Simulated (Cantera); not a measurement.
An isothermal, constant-pressure homogeneous reactor starts with NH₃ : N₂ = 1 : 0.36 (molar parts), at 1450 K and 143 Torr. Integrator tolerance rtol = 1e-08.

Model: the gas-phase N/H chemistry of the illustrative SiF4/NH3 mechanism in the Surface Chemkin manual (1991), integrated in Cantera. Walls and surfaces, which speed up NH3 decomposition in real reactors, are not modelled.

**Question.** What does this change do: pressure from 143 Torr to 1.01 bar?

**Answer.** 
```
quantity                                            before                                     after
----------------  ----------------------------------------  ----------------------------------------
x(NH₃) at 200 s      0.353 (gas-phase equilibrium 4.14e-6)     0.255 (gas-phase equilibrium 2.21e-5)
x(N₂) at 200 s         0.317 (gas-phase equilibrium 0.364)       0.330 (gas-phase equilibrium 0.364)
x(N₂H₂) at 200 s    7.41e-8 (gas-phase equilibrium <1e-12)    1.11e-8 (gas-phase equilibrium <1e-12)
x(H₂) at 200 s         0.331 (gas-phase equilibrium 0.636)       0.415 (gas-phase equilibrium 0.636)
x(H) at 200 s      7.87e-6 (gas-phase equilibrium 1.74e-5)   5.50e-6 (gas-phase equilibrium 7.54e-6)
x(NH₂) at 200 s   1.78e-5 (gas-phase equilibrium 2.40e-10)  7.13e-6 (gas-phase equilibrium 5.54e-10)
x(N₂H₄) at 200 s    1.44e-8 (gas-phase equilibrium <1e-12)    1.24e-8 (gas-phase equilibrium <1e-12)
```
